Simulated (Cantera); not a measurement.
# Thermodynamics of silicon carbide growth, feed CH₃SiH₃ + H₂

Input: 1 mol CH₃SiH₃, 730 mol H₂, at 0.0500 bar.

These are equilibrium values from Cantera (NASA tables, ideal gas, pure condensed phases), not measurements of a reactor. Candidate condensed phases: C, C₆H₆, C₇H₈, C₈H₁₈, Si, SiC; 87 gas species. The feed counts by its element totals alone. Mutual solubility and eutectic melting of coexisting phases are not modelled. Gases not in the tables: Si₂H₆ and higher silanes. The numbers say what is thermodynamically allowed, not how fast it happens.

| T (K) | x H₂ | x H | x Si | x C₂H₂ (acetylene) | x SiH | n Si(s) | n SiC(s) |
|---|---|---|---|---|---|---|---|
| 1423 | 1.000 | 2.97e-5 | 3.05e-8 | 9.67e-11 | 3.06e-8 | 0.000276 | 0.999 |
| 1523 | 1.000 | 0.000103 | 2.12e-7 | 2.16e-9 | 1.39e-7 | 0 | 0.999 |
| 1623 | 1.000 | 0.000309 | 8.81e-7 | 5.67e-8 | 3.95e-7 | 0 | 0.998 |
| 1723 | 0.999 | 0.000815 | 3.22e-6 | 9.37e-7 | 1.04e-6 | 0 | 0.995 |
| 1823 | 0.998 | 0.00194 | 1.28e-5 | 7.16e-6 | 3.06e-6 | 0 | 0.984 |
| 1923 | 0.996 | 0.00420 | 5.16e-5 | 3.23e-5 | 9.42e-6 | 0 | 0.946 |
| 2023 | 0.991 | 0.00846 | 0.000188 | 0.000116 | 2.69e-5 | 0 | 0.818 |
| 2123 | 0.983 | 0.0159 | 0.000607 | 0.000362 | 6.96e-5 | 0 | 0.424 |
| 2223 | 0.970 | 0.0282 | 0.00110 | 0.000623 | 0.000103 | 0 | 0 |
| 2323 | 0.951 | 0.0475 | 0.00116 | 0.000629 | 8.95e-5 | 0 | 0 |
| 2423 | 0.922 | 0.0761 | 0.00119 | 0.000624 | 7.59e-5 | 0 | 0 |
x: gas mole fraction; n: condensed amount in mol.

At 1423 K the condensed part is Si(s) + SiC(s). From 1523 K to 2123 K the condensed part is SiC(s). From 2223 K to 2423 K nothing is condensed. The main Si-bearing gas is SiH₂ at 1423 K and Si at 2423 K.
